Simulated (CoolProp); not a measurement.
Vapour-liquid equilibrium of R134a (1) + R141b (2) at -32.95 °C; x and y are mole fractions of (1).

The numbers come from the multi-fluid Helmholtz-energy mixture model, Tillner-Roth 1994 and Lemmon 2006; pair parameters Bell 2016 in CoolProp.

```csv
x,bubble pressure (kPa),y at the bubble point,dew pressure at overall composition x (kPa),liquid density (mol/L)
0.05,___,0.586,5.128,11.56
0.125,___,0.784,5.552,11.71
0.2,27.86,___,6.052,11.85
0.275,34.59,0.891,6.650,12.00
0.35,___,0.914,7.380,12.15
0.425,45.23,0.929,8.289,12.31
0.5,49.41,0.940,9.453,12.47
0.575,53.08,0.949,___,___
0.65,56.42,0.957,13.14,___
0.725,59.62,0.964,16.31,12.97
0.8,62.87,0.972,21.47,13.16
0.875,66.36,0.981,31.23,___
0.95,70.27,0.991,53.61,13.55
```

Q: Some entries are withheld; supply them.

A: 
- 0.05, bubble pressure (kPa): 11.27
- 0.125, bubble pressure (kPa): 20.08
- 0.2, y at the bubble point: 0.855
- 0.35, bubble pressure (kPa): 40.34
- 0.575, dew pressure at overall composition x (kPa): 11.00
- 0.575, liquid density (mol/L): 12.63
- 0.65, liquid density (mol/L): 12.80
- 0.875, liquid density (mol/L): 13.35

No azeotrope shows between x = 0.05 and 0.95.

Pair parameters are fitted to limited data, so mixtures are less certain than the pure fluids. With so large a gap from Raoult's law the liquid may split in two, which this calculation doesn't test in full.
